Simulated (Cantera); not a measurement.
A Cantera script and its output.

```python
import numpy as np
import cantera as ct

gas = ct.Solution("gri30.yaml")
gas.TPX = 1375, 28000, {'C3H8': 1, 'O2': 4.17, 'N2': 27.1}
reactor = ct.IdealGasConstPressureReactor(gas, energy="on", clone=False)
net = ct.ReactorNet([reactor])
net.rtol, net.atol = 1e-08, 1e-16
show = ['C3H8', 'O2', 'CH3', 'N2O', 'OH', 'C2H2', 'HO2']
times = np.geomspace(2e-06, 0.2, 11)

steps = ct.SolutionArray(gas, extra=["t"])
rows = []
print(f"{'t/s':>10s}{'T/K':>9s}{'P/Pa':>11s}" + "".join(f"{s:>11s}" for s in show))
for t in times:
    while net.time < t:
        t_next = net.step()
        steps.append(gas.state, t=t_next)
    rows.append([np.interp(t, steps.t, y) for y in (steps.T, steps.P, *steps(*show).X.T)])
    print(f"{t:10.3e}{rows[-1][0]:9.1f}{rows[-1][1]:11.4g}" + "".join(f"{x:11.3e}" for x in rows[-1][2:]))
rate = np.gradient(steps.T, steps.t)
print("integrator steps:", len(steps.t))
if steps.T.max() > steps.T[0] + 200:
    print(f"time of steepest temperature rise: {steps.t[rate.argmax()]:.4e} s")
gas.TPX = 1375, 28000, {'C3H8': 1, 'O2': 4.17, 'N2': 27.1}
gas.equilibrate("HP")
print(f"equilibrium (HP): T = {gas.T:.1f} K  " + "  ".join(f"{s} {gas[s].X[0]:.3e}" for s in show))
```

Result:

```
       t/s      T/K       P/Pa       C3H8         O2        CH3        N2O         OH       C2H2        HO2
 2.000e-06   1374.9    2.8e+04  3.098e-02  1.292e-01  1.102e-05  1.588e-14  6.052e-08  7.220e-13  6.286e-07
 6.325e-06   1374.6    2.8e+04  3.095e-02  1.292e-01  3.969e-05  3.968e-13  5.522e-07  4.708e-11  4.993e-06
 2.000e-05   1373.8    2.8e+04  3.082e-02  1.292e-01  1.580e-04  7.312e-12  1.769e-06  2.906e-09  2.675e-05
 6.325e-05   1371.3    2.8e+04  3.023e-02  1.289e-01  5.532e-04  6.824e-11  5.882e-06  1.248e-07  5.051e-05
 2.000e-04   1368.1    2.8e+04  2.778e-02  1.279e-01  1.051e-03  2.230e-10  8.021e-06  3.316e-06  3.419e-05
 6.325e-04   1379.1    2.8e+04  1.753e-02  1.212e-01  1.174e-03  1.052e-09  2.740e-05  8.195e-05  1.137e-04
 2.000e-03   2177.9    2.8e+04  1.714e-46  1.022e-02  1.374e-15  2.182e-08  9.745e-03  1.318e-20  6.338e-07
 6.325e-03   2354.1    2.8e+04  1.522e-46  6.046e-03  1.245e-15  3.844e-08  7.996e-03  7.107e-20  4.848e-07
 2.000e-02   2441.8    2.8e+04  7.398e-46  3.365e-03  2.179e-15  6.221e-08  6.005e-03  2.778e-19  3.923e-07
 6.325e-02   2445.5    2.8e+04  1.069e-45  2.942e-03  2.448e-15  6.963e-08  5.634e-03  3.368e-19  3.584e-07
 2.000e-01   2444.2    2.8e+04  1.110e-45  2.888e-03  2.471e-15  7.160e-08  5.587e-03  3.406e-19  3.521e-07
integrator steps: 1696
time of steepest temperature rise: 9.4119e-04 s
equilibrium (HP): T = 2444.2 K  C3H8 1.679e-45  O2 2.887e-03  CH3 3.093e-15  N2O 7.161e-08  OH 5.587e-03  C2H2 3.633e-19  HO2 3.521e-07
```

Model: GRI-Mech 3.0 (53 species, 325 reactions), integrated in Cantera. GRI-Mech 3.0 was tuned for natural gas; its chemistry of propane as a main component is partial and can be far from experiment.
